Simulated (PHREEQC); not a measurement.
Dissolve 0.022 mol KOH, 0.04 mol KNO3 and 4.7e-05 mol KH2PO4 per kg of water at 25 °C. Closed to the air; pH follows from the charge balance.

Equilibrium calculation in PHREEQC: ion-association model, phreeqc.dat.

```json
{
  "pH": "12.24",
  "ionic_strength": "0.0622 mol/kgw",
  "specific_conductance": "10100 µS/cm",
  "density": "1.001 g/cm³",
  "total_alkalinity": "22.0 meq/kg"
}
```

| species | molality | activity | log γ |
|---|---|---|---|
| K+ | 0.0621 | 0.0495 | -0.098 |
| NO3- | 0.0400 | 0.0316 | -0.102 |
| OH- | 0.0219 | 0.0175 | -0.099 |
| PO4-3 | 3.30e-5 | 4.53e-6 | -0.862 |
| HPO4-2 | 1.33e-5 | 5.81e-6 | -0.361 |
| KHPO4- | 6.88e-7 | 5.61e-7 | -0.088 |

Precipitation was switched off in this run.
